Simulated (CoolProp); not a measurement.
The numbers come from the reference Helmholtz-energy equation of state, Gao 2022 in CoolProp.

Q: For n-perfluorohexane, give the phase and the density (kg/m³), speed of sound (m/s), fugacity coefficient at 176.85 °C and 104 bar; 176.85 °C and 128 bar.

A: 
- 176.85 °C and 104 bar: supercritical; density 1290, speed of sound 278, fugacity coefficient 0.217
- 176.85 °C and 128 bar: supercritical; density 1330, speed of sound 307, fugacity coefficient 0.208
